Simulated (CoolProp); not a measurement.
Computed with CoolProp (reference Helmholtz-energy equation of state, McLinden 2020).

Q: Give the vapour pressure (bar), liquid density (kg/m³), vapour density (kg/m³), enthalpy of vaporisation (kJ/kg) of saturated R1336mzz(Z) at 272.3, 378.6, 399.9 K.

A: 
```
T (K)  p (bar)  liquid density (kg/m³)  vapour density (kg/m³)  enthalpy of vaporisation (kJ/kg)
-----  -------  ----------------------  ----------------------  --------------------------------
272.3    0.237                    1430                    1.75                               180
378.6     8.01                    1120                    53.2                               123
399.9     12.6                    1030                    89.0                               105
```
